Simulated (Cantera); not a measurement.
# Thermodynamics of oxide etching and cleaning by halides, feed B₂O₃ + HF + N₂

Feed: 1 mol B₂O₃, 13 mol HF, 2 mol N₂, equilibrated at 1552 °C and 150 Pa.

Equilibrium computed with Cantera from the NASA thermochemical tables; the gas is ideal and each condensed phase is pure. Candidate condensed phases: B, BN, B₂O₃, B₃O₃H₃, H₂O; 62 gas species. The numbers say what is thermodynamically allowed, not how fast it happens.

The x(HF) comes out as 0.689 and the x(N₂) is 0.125. The x(BOF) is 0.120. The x(H₂O) is 0.0556 and the x(HBO₂) is 0.00375. The x(H₂) is 0.00282 and the x(O₂) is 0.00119. The x(OH) comes out as 0.000832 and the x(H) is 0.000604. The gas amount is 16.03 mol. The log10 activity of B(s) (absent) is -10.39 and the log10 activity of B₃O₃H₃(s) (absent) is -29.80.
